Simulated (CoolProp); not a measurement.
Fluoroethane (R161) at several states: Z from the reference equation and from simpler models built on Tc = 375.2 K, pc = 5.010 MPa, ω = 0.216; each cubic takes its own stable root.

Model: reference Helmholtz-energy equation of state, Wu 2012, in CoolProp.

```json
[
 {"T (K)": "402.7", "p (MPa)": "1.25", "phase": "gas", "reference": "0.9274"},
 {"T (K)": "368.8", "p (MPa)": "0.217", "phase": "gas", "reference": "0.9836"},
 {"T (K)": "254.9", "p (MPa)": "2.56", "phase": "liquid", "reference": "0.07324"},
 {"T (K)": "183.1", "p (MPa)": "1.14", "phase": "liquid", "reference": "0.04049"},
 {"T (K)": "304.7", "p (MPa)": "2.56", "phase": "liquid", "reference": "0.06915"}
]
```

### Question
How far does each simpler model (van der Waals, Redlich-Kwong, Soave-Redlich-Kwong, Peng-Robinson) lie from the reference over these 5 states: mean and median of the absolute difference, and the worst?

### Answer
- van der Waals: mean 45.4 %, median 74.0 %, worst +77.3 % at 304.7 K and 2.56 MPa
- Redlich-Kwong: mean 12.7 %, median 17.3 %, worst +25.6 % at 304.7 K and 2.56 MPa
- Soave-Redlich-Kwong: mean 10.7 %, median 15.6 %, worst +20.7 % at 304.7 K and 2.56 MPa
- Peng-Robinson: mean 2.7 %, median 2.8 %, worst +6.4 % at 304.7 K and 2.56 MPa
